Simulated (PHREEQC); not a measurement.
Make-up at 25 °C: 130 mmol/kgw Li2SO4. Closed to the air; pH follows from the charge balance.

All values are PHREEQC results (ion-association model, phreeqc.dat), not measurements.

This is a speciation only: nothing precipitates in the calculation.

Q: Predict the ionic strength.

A: ionic strength 0.338 mol/kgw.

Q: In which forms is S present?

A: SO4-2 80 %, LiSO4- 20 % of the S.
